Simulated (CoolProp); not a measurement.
Model: reference Helmholtz-energy equation of state, Thol 2019, in CoolProp.

Problem. For tetradecamethylhexasiloxane (MD4M), give the phase and the cv (kJ/(kg K)), Joule-Thomson coefficient (K/MPa), isothermal compressibility (1/MPa) at 611.4 K and 0.0421 MPa; 251.8 K and 0.111 MPa; 513.1 K and 0.786 MPa.

Solution. 
- 611.4 K and 0.0421 MPa: gas; cv 2.05, Joule-Thomson coefficient 14.1, isothermal compressibility 24.4
- 251.8 K and 0.111 MPa: liquid; cv 1.30, Joule-Thomson coefficient -0.500, isothermal compressibility 0.00106
- 513.1 K and 0.786 MPa: liquid; cv 1.92, Joule-Thomson coefficient -0.0622, isothermal compressibility 0.0103
